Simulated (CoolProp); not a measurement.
Saturation properties of dodecamethylpentasiloxane (MD3M).

The numbers come from the reference Helmholtz-energy equation of state, Thol 2019 in CoolProp.

| T (K) | p (MPa) | enthalpy of vaporisation (kJ/kg) | liquid cp (kJ/(kg K)) | surface tension (mN/m) |
|---|---|---|---|---|
| 311.4 | 2.079e-5 | 173.1 | 1.740 | 16.8 |
| 346.9 | 0.0002654 | 161.4 | 1.822 | 14.5 |
| 382.4 | (withheld) | (withheld) | 1.898 | (withheld) |
| 417.8 | 0.008271 | 139.1 | (withheld) | 10.1 |
| 453.3 | (withheld) | 127.8 | 2.048 | 8.00 |
| 488.8 | 0.07217 | (withheld) | 2.126 | 6.02 |
| 524.3 | 0.1613 | 102.0 | (withheld) | 4.17 |
| 559.8 | 0.3192 | 85.48 | 2.318 | 2.47 |
| 595.3 | 0.5788 | 62.76 | 2.521 | 0.989 |

Task: Fill in the missing entries.

Result: 
- 382.4, p (MPa): 0.001842
- 382.4, enthalpy of vaporisation (kJ/kg): 150.2
- 382.4, surface tension (mN/m): 12.3
- 417.8, liquid cp (kJ/(kg K)): 1.973
- 453.3, p (MPa): 0.02735
- 488.8, enthalpy of vaporisation (kJ/kg): 115.6
- 524.3, liquid cp (kJ/(kg K)): 2.211

It boils at 503.0 K under 1 atm.

Surface tension comes from a separate correlation (Mulero 2014), older than this fluid's equation and unchecked against measurements.
